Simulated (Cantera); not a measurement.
Mixture: C3H8 : O2 : N2 = 1 : 2.5 : 9.4 (molar parts), equivalence ratio 2.0, at 1.01 bar, adiabatic and at constant pressure. Ignition delay is the time to a rise of 400 K.

Model: GRI-Mech 3.0 (53 species, 325 reactions), integrated in Cantera. GRI-Mech 3.0 was tuned for natural gas; its chemistry of propane as a main component is partial and can be far from experiment.

### Question
What does this change do: pressure from 1.01 bar to 0.540 bar?

### Answer
```csv
quantity,before,after
delay at 1298 K,1.07 ms,1.46 ms
delay at 1398 K,0.257 ms,0.368 ms
delay at 1498 K,87.7 µs,0.133 ms
delay at 1598 K,39.7 µs,63.4 µs
delay at 1698 K,22.1 µs,36.6 µs
delay at 1798 K,14.2 µs,24.1 µs
delay at 1898 K,9.99 µs,17.3 µs
apparent activation energy between 1698 and 1898 K,110 kJ/mol,100 kJ/mol
```
